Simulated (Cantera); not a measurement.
A Cantera script and its output.

```python
import numpy as np
import cantera as ct

surf = ct.Interface("diamond.yaml", "diamond_100")
gas, bulk = surf.adjacent["gas"], surf.adjacent["diamond"]
k = surf.kinetics_species_index(bulk.species_names[0])
cover = ["c6HH", "c6H*", "c6*H", "c6**", "c6HM", "c6B"]

rows, drift = [], 0.0
print(f"{'xCH3':>10s}{'um/h':>11s}" + "".join(f"{s:>11s}" for s in cover))
for v in [1e-06, 2.5e-06, 6.5e-06, 1.6e-05, 4.2e-05, 0.00011, 0.00027, 0.00069, 0.0017]:
    T, P, xH, xCH3 = 1348, 9000, 0.029, v
    gas.TPX = T, P, {"H": xH, "CH3": xCH3, "CH4": 0.015, "H2": 1 - xH - xCH3 - 0.015}
    surf.TP = bulk.TP = T, P
    surf.coverages = "c6H*:0.1, c6HH:0.9"
    surf.advance_coverages(100.0)
    before = surf.coverages
    surf.advance_coverages(100.0)
    drift = max(drift, np.max(np.abs(surf.coverages - before) / (surf.coverages + 1e-9)))
    rate = surf.net_production_rates[k] * bulk.mean_molecular_weight / bulk.density * 3.6e9
    rows.append([rate, *surf[cover].coverages])
    print(f"{v:10.4g}{rate:11.4e}" + "".join(f"{x:11.3e}" for x in rows[-1][1:]))
```

Result:

```
      xCH3       um/h       c6HH       c6H*       c6*H       c6**       c6HM        c6B
     1e-06 4.8467e-02  3.511e-01  5.495e-02  5.378e-01  5.607e-02  1.423e-06  1.315e-10
   2.5e-06 1.2117e-01  3.511e-01  5.495e-02  5.378e-01  5.607e-02  3.557e-06  3.288e-10
   6.5e-06 3.1502e-01  3.511e-01  5.495e-02  5.378e-01  5.607e-02  9.248e-06  8.548e-10
   1.6e-05 7.7538e-01  3.511e-01  5.495e-02  5.378e-01  5.606e-02  2.276e-05  2.104e-09
   4.2e-05 2.0349e+00  3.511e-01  5.495e-02  5.378e-01  5.604e-02  5.974e-05  5.522e-09
   0.00011 5.3265e+00  3.510e-01  5.493e-02  5.377e-01  5.600e-02  1.564e-04  1.445e-08
   0.00027 1.3056e+01  3.509e-01  5.491e-02  5.374e-01  5.590e-02  3.835e-04  3.543e-08
   0.00069 3.3249e+01  3.506e-01  5.483e-02  5.367e-01  5.563e-02  9.773e-04  9.022e-08
    0.0017 8.1230e+01  3.498e-01  5.466e-02  5.350e-01  5.500e-02  2.392e-03  2.204e-07
```

Model: the Harris–Goodwin 1993 mechanism for the reconstructed diamond (100) surface, integrated in Cantera.
